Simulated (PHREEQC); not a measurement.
Na2CO3 is added in steps, without added water, to 1 kg of water holding 0.007 mol CaCl2 and 0.0015 mol NaHCO3, at 25 °C. O2 is buffered at 0.21 atm. CO2 from the air is kept out. The run lets Calcite, Halite precipitate or redissolve, and no other solid.

Base run: PHREEQC, ion-association model, phreeqc.dat. Each further column changes one thing. The table gives pH.

```csv
Na2CO3 added (mol),base,database pitzer.dat,metal-ligand complexes left out,Davies equation for every ion,all activity coefficients set to 1
0,7.24,7.22,7.23,7.25,7.03
0.00065,7.28,7.25,7.26,7.29,7.06
0.0013,7.31,7.28,7.30,7.32,7.09
0.00195,7.36,7.33,7.34,7.37,7.14
0.002275,7.38,7.35,7.36,7.39,7.16
0.002925,7.43,7.40,7.42,7.44,7.21
0.003575,7.50,7.46,7.48,7.51,7.27
0.004225,7.57,7.54,7.56,7.58,7.35
0.004875,7.68,7.64,7.67,7.69,7.45
0.005525,7.82,7.79,7.81,7.83,7.59
0.00585,7.92,7.89,7.91,7.93,7.69
0.0065,8.25,8.22,8.24,8.26,8.02
0.00715,9.20,9.20,9.25,9.20,9.25
0.0078,9.77,9.79,9.83,9.77,9.88
```

 pitzer.dat has no redox and few complexes: it carries them in its interaction parameters. Solids allowed in the column 'database pitzer.dat': Calcite, Gaylussite, Halite, Nahcolite, Natron, Pirssonite, Portlandite, Trona.
